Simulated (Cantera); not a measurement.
Feed: 1 mol Fe, a varied amount of SO2, 4.3 mol H2, at 1548.15 K and 1330 Pa.

Method: chemical equilibrium by Gibbs-energy minimisation in Cantera with the NASA 1993 tables (ideal gas, pure condensed phases). Candidate condensed phases: Fe, FeO, Fe(OH)2, Fe(OH)3, FeS, FeSO4, FeS2, Fe2O3, Fe2(SO4)3, Fe3O4, H2O, H2SO4, S; 22 gas species. Metal and sulfide melt together well below either melting point, which pure phases cannot show. Mutual solubility and eutectic melting of coexisting phases are not modelled. FeS: taken at fixed stoichiometry. Equilibrium is a limit: real reactors are often held back by kinetics, nucleation or transport.

x: gas mole fraction; n: condensed amount in mol.

```tsv
n(SO2) (mol)	x H2	x H2O	x H2S	x S2	x SH	n Fe(γ)	n FeS(l)
0.043	0.970	0.0200	0.00821	0.000639	0.000485	1.000	0
0.051	0.965	0.0237	0.00952	0.000869	0.000565	1.000	0
0.061	0.958	[?]	[?]	[?]	[?]	1.000	0
0.072	0.951	0.0334	0.0127	0.00160	0.000760	1.000	0
0.086	0.942	0.0399	0.0147	0.00217	0.000881	1.000	0
0.1	0.935	0.0464	0.0151	0.00232	0.000907	0.989	0.0110
0.12	0.926	0.0556	0.0149	0.00232	0.000903	0.968	0.0316
0.14	0.917	0.0649	0.0148	0.00232	0.000898	0.948	0.0522
0.17	0.903	0.0788	0.0145	0.00232	0.000892	0.917	0.0832
0.2	0.889	[?]	0.0143	0.00232	0.000885	0.886	[?]
0.24	0.871	0.111	0.0140	0.00232	0.000876	0.845	0.155
```

Task: Fill in the missing entries.

Result: 
- 0.2, x H2O: 0.0927
- 0.2, n FeS(l): 0.114
- 0.061, x H2O: 0.0283
- 0.061, x H2S: 0.0111
- 0.061, x S2: 0.00119
- 0.061, x SH: 0.000660
